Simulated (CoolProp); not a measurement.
A simple Rankine cycle with isohexane: condensing at 292.15 K, boiler at 2.24 MPa, turbine inlet 549 K, turbine efficiency 0.7, pump efficiency 0.7, no recuperator. Each further row changes one setting.

Computed with CoolProp (reference Helmholtz-energy equation of state, Lemmon 2006). It is a short technical equation, of lower accuracy than the large ones.

| case | thermal efficiency (%) | net work (kJ/kg) | heat in (kJ/kg) | turbine exit temperature (K) | volume ratio over the turbine |
|---|---|---|---|---|---|
| as stated | ? | ? | 874 | ? | ? |
| condensing temperature 284.15 K | 17.2 | 153 | 892 | 472.5 | 158 |
| boiler pressure 1.57 MPa | 15.3 | ? | 889 | 485.6 | ? |
| turbine efficiency 0.6 | 13.9 | 121 | 874 | 485.4 | ? |

**Question.** Complete the blanks.

**Answer.** 
- as stated, thermal efficiency (%): 16.3
- as stated, net work (kJ/kg): 142
- as stated, turbine exit temperature (K): 477.0
- as stated, volume ratio over the turbine: 112
- boiler pressure 1.57 MPa, net work (kJ/kg): 136
- boiler pressure 1.57 MPa, volume ratio over the turbine: 73.4
- turbine efficiency 0.6, volume ratio over the turbine: 114
